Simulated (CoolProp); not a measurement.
Tetradecamethylhexasiloxane (MD4M) at several states: density (kg/m³) from the reference equation and from simpler models built on Tc = 653.2 K, pc = 828.6 kPa, ω = 0.800; each cubic takes its own stable root.

Values from CoolProp's reference Helmholtz-energy equation of state, Thol 2019.

| T (K) | p (kPa) | phase | reference | van der Waals | Peng-Robinson |
|---|---|---|---|---|---|
| 581.8 | 163 | gas | 17.95 | 16.87 | 17.69 |
| 438.8 | 265 | liquid | (withheld) | (withheld) | (withheld) |
| 293.7 | 106 | liquid | 891.0 | 472.3 | 831.7 |
| 594.8 | 69.3 | gas | (withheld) | 6.644 | 6.746 |
| 318.1 | 145 | liquid | 867.5 | (withheld) | 821.0 |

Task: Some entries are withheld; supply them.

Result: 
- 438.8, reference: 748.0
- 438.8, van der Waals: 411.7
- 438.8, Peng-Robinson: 747.1
- 594.8, reference: 6.771
- 318.1, van der Waals: 463.4
